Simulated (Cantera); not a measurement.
An adiabatic, constant-pressure homogeneous reactor starts with CH4 : C2H6 : C3H8 : O2 : N2 = 1 : 0.14 : 0.41 : 6.68 : 58.8 (molar parts), equivalence ratio 0.68, at 1575 K and 1.10 bar.

Computed with Cantera and GRI-Mech 3.0 (53 species, 325 reactions). GRI-Mech 3.0 was tuned for natural gas; its chemistry of propane as a main component is partial and can be far from experiment.

Question: Predict: time of steepest temperature rise; temperature at 0.200 s; equilibrium temperature; x(H2) at 0.200 s; x(CO2) at 0.200 s; x(N2O) at 0.200 s.

Answer: time of steepest temperature rise: 80.9 µs
temperature at 0.200 s: 2257 K
equilibrium temperature: 2255 K
x(H2) at 0.200 s: 0.000524 (gas-phase equilibrium 0.000523)
x(CO2) at 0.200 s: 0.0353 (gas-phase equilibrium 0.0354)
x(N2O) at 0.200 s: 3.38e-7 (gas-phase equilibrium 3.41e-7)
